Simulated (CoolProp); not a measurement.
Vapour-liquid equilibrium of CH2F2 (R32) (1) + R1234ze(E) (2) at 1900 kPa; x and y are mole fractions of (1).

Computed with CoolProp (multi-fluid Helmholtz-energy mixture model, Tillner-Roth 1997 and Thol 2016; pair parameters Bell 2023).

```json
[
 {"x": "0.05", "bubble temperature (°C)": "73.5", "y at the bubble point": "0.099", "dew temperature at overall composition x (°C)": "75.5", "liquid density (mol/L)": "8.647"},
 {"x": "0.2", "bubble temperature (°C)": "62.6", "y at the bubble point": "0.358", "dew temperature at overall composition x (°C)": "69.3", "liquid density (mol/L)": "9.698"},
 {"x": "0.35", "bubble temperature (°C)": "53.6", "y at the bubble point": "0.550", "dew temperature at overall composition x (°C)": "62.9", "liquid density (mol/L)": "10.81"},
 {"x": "0.5", "bubble temperature (°C)": "46.4", "y at the bubble point": "0.691", "dew temperature at overall composition x (°C)": "56.1", "liquid density (mol/L)": "12.04"},
 {"x": "0.65", "bubble temperature (°C)": "40.5", "y at the bubble point": "0.801", "dew temperature at overall composition x (°C)": "48.6", "liquid density (mol/L)": "13.46"},
 {"x": "0.8", "bubble temperature (°C)": "35.4", "y at the bubble point": "0.893", "dew temperature at overall composition x (°C)": "40.6", "liquid density (mol/L)": "15.17"},
 {"x": "0.95", "bubble temperature (°C)": "30.9", "y at the bubble point": "0.975", "dew temperature at overall composition x (°C)": "32.3", "liquid density (mol/L)": "17.29"}
]
```

No azeotrope shows between x = 0.05 and 0.95.

Pair parameters are fitted to limited data, so mixtures are less certain than the pure fluids.
